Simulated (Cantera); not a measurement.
Cantera run, input and output.

```python
import numpy as np
import cantera as ct

gas = ct.Solution("gri30.yaml")
gas.TPX = 473, 13332, {'CH4': 1, 'O2': 2.6, 'N2': 9.77}
flame = ct.FreeFlame(gas, width=0.16)
flame.set_refine_criteria(ratio=3, slope=0.08, curve=0.16)
flame.transport_model = "mixture-averaged"
flame.solve(loglevel=0, auto=True)
z, T = flame.grid, flame.T
thick = (T[-1] - T[0]) / np.gradient(T, z).max()
show = ['CH4', 'O2', 'HCN', 'N2O', 'NO', 'NO2']
print(f"laminar burning velocity  {flame.velocity[0] * 100:.3f} cm/s")
print(f"burnt temperature         {T[-1]:.1f} K")
print(f"thermal thickness         {thick * 1e3:.4f} mm")
print(f"grid points               {len(z)}")
z0 = z[flame.heat_release_rate.argmax()]
print(f"{'z/mm':>9s}{'T/K':>9s}{'u/(m/s)':>9s}" + "".join(f"{s:>11s}" for s in show))
rows = []
for k in (-3, -2, -1.5, -1, -0.5, -0.25, 0, 0.25, 0.5, 1, 2, 4, 8):
    zz = z0 + k * thick
    rows.append([k * thick, np.interp(zz, z, T), np.interp(zz, z, flame.velocity),
                 *(np.interp(zz, z, flame.X[gas.species_index(s)]) for s in show)])
    print(f"{rows[-1][0] * 1e3:9.3f}{rows[-1][1]:9.1f}{rows[-1][2]:9.3f}" + "".join(f"{x:11.3e}" for x in rows[-1][3:]))
```

Result:

```
laminar burning velocity  103.047 cm/s
burnt temperature         2059.1 K
thermal thickness         2.3359 mm
grid points               152
     z/mm      T/K  u/(m/s)        CH4         O2        HCN        N2O         NO        NO2
   -7.008    473.0    1.031  7.476e-02  1.944e-01  2.714e-13  2.771e-15  2.431e-12  6.343e-13
   -4.672    473.4    1.033  7.466e-02  1.942e-01  9.079e-12  9.681e-14  9.442e-11  1.811e-11
   -3.504    475.9    1.039  7.441e-02  1.938e-01  1.024e-10  1.142e-12  7.825e-10  1.587e-10
   -2.336    506.8    1.111  7.248e-02  1.915e-01  2.741e-09  3.319e-11  1.351e-08  1.361e-09
   -1.168    796.4    1.767  5.583e-02  1.701e-01  6.944e-08  9.551e-10  2.213e-07  7.096e-10
   -0.584   1148.8    2.573  3.275e-02  1.373e-01  2.250e-07  3.351e-09  6.163e-07  9.499e-10
    0.000   1499.9    3.384  9.162e-03  9.602e-02  4.967e-07  8.893e-09  1.395e-06  8.790e-10
    0.584   1644.9    3.718  9.713e-04  7.070e-02  4.389e-07  1.679e-08  2.352e-06  2.198e-10
    1.168   1678.3    3.785  6.108e-05  6.120e-02  1.903e-07  2.254e-08  3.025e-06  1.283e-10
    2.336   1708.1    3.834  2.065e-07  5.561e-02  2.379e-08  2.575e-08  3.900e-06  1.462e-10
    4.672   1746.4    3.904  4.892e-11  5.283e-02  6.245e-10  2.629e-08  5.300e-06  1.953e-10
    9.343   1797.7    4.003  4.070e-17  5.129e-02  9.675e-13  2.830e-08  7.728e-06  3.075e-10
   18.687   1861.9    4.129  4.715e-19  4.983e-02  4.190e-14  3.255e-08  1.187e-05  5.632e-10
```

Model: GRI-Mech 3.0 (53 species, 325 reactions), integrated in Cantera. Burning velocities carry a grid error of a few per cent, more on coarse grids.
